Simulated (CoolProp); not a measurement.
100 sccm (0 °C, 1 atm) of nitrogen bubbles through liquid toluene at 285.1 K and leaves saturated at a total pressure of 0.00822 MPa (ideal gas phase). Each further row changes one setting.

Computed with CoolProp (reference Helmholtz-energy equation of state, Lemmon 2006). It is a short technical equation, of lower accuracy than the large ones.

```
case                       vapour pressure (kPa)  mole fraction of vapour  delivery (mg/min)  delivery (sccm)  change of delivery for a bath 1 K warmer (%)
-------------------------  ---------------------  -----------------------  -----------------  ---------------  --------------------------------------------
as stated                                   1.87                    0.227                [?]             29.4                                           [?]
bath temperature 290.1 K                     [?]                      [?]                [?]             43.0                                           8.3
total pressure 0.0164 MPa                   1.87                      [?]                [?]             12.8                                           [?]
```

**Question.** What belongs in the gaps?

**Answer.** 
- as stated, delivery (mg/min): 121
- as stated, change of delivery for a bath 1 K warmer (%): 7.8
- bath temperature 290.1 K, vapour pressure (kPa): 2.47
- bath temperature 290.1 K, mole fraction of vapour: 0.301
- bath temperature 290.1 K, delivery (mg/min): 177
- total pressure 0.0164 MPa, mole fraction of vapour: 0.114
- total pressure 0.0164 MPa, delivery (mg/min): 52.8
- total pressure 0.0164 MPa, change of delivery for a bath 1 K warmer (%): 6.7
